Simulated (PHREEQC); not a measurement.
Dissolve 2.9 mmol/kgw HCl, 23 mmol/kgw AlCl3 and 0.032 mmol/kgw CuCl2 at 25 °C. Closed to the air; pH follows from the charge balance.

All values are PHREEQC results (ion-association model, phreeqc.dat), not measurements.

```csv
quantity,before,after
pH,2.62,1.93
AlOH+2 (mol/kgw),4.19e-5,8.46e-6
Cu+2 (mol/kgw),2.99e-5,2.96e-5
CuCl+ (mol/kgw),2.09e-6,2.35e-6
Al(OH)2+ (mol/kgw),6.21e-8,2.50e-9
CuCl2 (mol/kgw),4.32e-8,5.53e-8
SI of Gibbsite (Al(OH)3),-2.70,-4.79
```

Question: Which change was made?
A. diluted 2-fold with water
B. CuCl2 replaced by Cu(NO3)2 at the same molality
C. HCl from 0.0029 to 0.0145 mol/kgw
D. temperature from 25 to 60 °C
E. temperature from 25 to 75 °C

Answer: C, HCl from 0.0029 to 0.0145 mol/kgw

Precipitation was switched off in this run.
